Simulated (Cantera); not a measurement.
Feed: 1 mol TiCl4, 1.6 mol H2, equilibrated at 1325 K and 390 Torr.

These are equilibrium values from Cantera (NASA tables, ideal gas, pure condensed phases), not measurements of a reactor. Candidate condensed phases: Ti, TiCl2, TiCl3, TiCl4; 10 gas species. The tables' values for TiCl2 are old estimates; treat these amounts as uncertain. The numbers say what is thermodynamically allowed, not how fast it happens.

Base state: H2 0.505, TiCl4 0.222, HCl 0.136, TiCl3 0.136, TiCl2 7.17e-5 (mole fractions); condensed: gas only.

Task: What changes in the equilibrium state with this change: TiCl4 replaced by Ti?

Result: 
```
species      before  after
----------  -------  -----
H2            0.505  1.000
TiCl4         0.222      0
HCl           0.136      0
TiCl3         0.136      0
TiCl2       7.17e-5      0
Ti(β), mol        0   1.00
```
